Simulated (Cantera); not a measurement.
Feed: 1 mol TiO2, 11 mol HCl, equilibrated at 13.3 mbar.

These are equilibrium values from Cantera (NASA tables, ideal gas, pure condensed phases), not measurements of a reactor. Candidate condensed phases: H2O, Ti, TiCl2, TiCl3, TiCl4, TiO, TiO2, Ti2O3, Ti3O5, Ti4O7; 23 gas species. Equilibrium is a limit: real reactors are often held back by kinetics, nucleation or transport.

x: gas mole fraction; n: condensed amount in mol.

```
T (K)  x HCl        x Cl        x H2    x H2O   x TiCl4     x TiCl3       x Cl2  n TiO2(rutile)
-----  -----  ----------  ----------  -------  --------  ----------  ----------  --------------
1250   0.997    0.000284    0.000158  0.00188  0.000937     4.38e-6     1.77e-5           0.990
1300   0.996  (withheld)  (withheld)  0.00202  0.001000  (withheld)  (withheld)           0.989
1350   0.995  (withheld)  (withheld)  0.00216   0.00106  (withheld)  (withheld)           0.988
1400   0.995     0.00133    0.000674  0.00229   0.00111     3.92e-5     2.91e-5           0.987
1450   0.993     0.00207     0.00103  0.00244   0.00115     7.27e-5     3.34e-5           0.987
1500   0.991     0.00312     0.00153  0.00259   0.00117    0.000128     3.79e-5           0.986
1550   0.989     0.00457     0.00222  0.00277   0.00117    0.000213     4.26e-5           0.985
1600   0.986     0.00655     0.00314  0.00296   0.00114    0.000336     4.74e-5           0.984
```

**Question.** What belongs in the gaps?

**Answer.** 
- 1350, x Cl: 0.000827
- 1350, x H2: 0.000428
- 1350, x TiCl3: 2.00e-5
- 1350, x Cl2: 2.51e-5
- 1300, x Cl: 0.000495
- 1300, x H2: 0.000264
- 1300, x TiCl3: 9.64e-6
- 1300, x Cl2: 2.13e-5
